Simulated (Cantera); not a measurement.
Feed: 1 mol SiO2, 7.9 mol H2, at 8.30 mbar.

Method: chemical equilibrium by Gibbs-energy minimisation in Cantera with the NASA 1993 tables (ideal gas, pure condensed phases). Candidate condensed phases: H2O, Si, SiO2; 18 gas species. The tables hold silica as quartz up to 1696 K and as liquid above; real silica turns to tridymite and cristobalite and melts near 1996 K. Kinetics and transport are ignored.

Q: Which condensed phases are stable at each of these points (T (K)): 773, 923, 1073, 1223, 1373, 1523, 1673, 1823?

A: 
```json
[
 {"T (K)": "773", "condensed phases": "SiO2(α-quartz)", "Si condensed (%)": "100.0"},
 {"T (K)": "923", "condensed phases": "SiO2(β-quartz)", "Si condensed (%)": "100.0"},
 {"T (K)": "1073", "condensed phases": "SiO2(β-quartz)", "Si condensed (%)": "100.0"},
 {"T (K)": "1223", "condensed phases": "SiO2(β-quartz)", "Si condensed (%)": "100.0"},
 {"T (K)": "1373", "condensed phases": "SiO2(β-quartz)", "Si condensed (%)": "100.0"},
 {"T (K)": "1523", "condensed phases": "SiO2(β-quartz)", "Si condensed (%)": "99.5"},
 {"T (K)": "1673", "condensed phases": "SiO2(β-quartz)", "Si condensed (%)": "96.6"},
 {"T (K)": "1823", "condensed phases": "SiO2(condensed)", "Si condensed (%)": "84.0"}
]
```

At 773 K the condensed part is SiO2(α-quartz). From 923 K to 1673 K the condensed part is SiO2(β-quartz). At 1823 K the condensed part is SiO2(condensed).
